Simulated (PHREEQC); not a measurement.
Dissolve 7.5 mmol/kgw MgSO4 and 2.7 mmol/kgw ZnI2 at 45 °C. It is in equilibrium with CO2 at log p = -2 (atm). Otherwise closed; pH follows from the charge balance.

Computed with PHREEQC (ion-association model, wateq4f.dat).

Precipitation was switched off in this run.

**Question.** Predict the pH, ionic strength.

**Answer.** pH 5.00; ionic strength 0.0254 mol/kgw.

**Question.** In which forms is C present?

**Answer.** CO2 93 %, HCO3- 5.6 %, ZnHCO3+ 0.8 % of the C.

At this temperature some constants are extrapolated from 25 °C, and those without enthalpy data are left unchanged.
